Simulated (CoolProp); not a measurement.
Values from CoolProp's reference Helmholtz-energy equation of state, Lemmon 2006. It is a short technical equation, of lower accuracy than the large ones.

Question: For carbon monoxide, give the phase and the cv (kJ/(kg K)), Joule-Thomson coefficient (K/MPa) at -190.35 °C and 0.048 MPa; -138.95 °C and 19 MPa; 21.55 °C and 0.0365 MPa.

Answer: 
- -190.35 °C and 0.048 MPa: gas; cv 0.756, Joule-Thomson coefficient 26.2
- -138.95 °C and 19 MPa: supercritical; cv 0.954, Joule-Thomson coefficient -0.0951
- 21.55 °C and 0.0365 MPa: gas; cv 0.743, Joule-Thomson coefficient 2.62
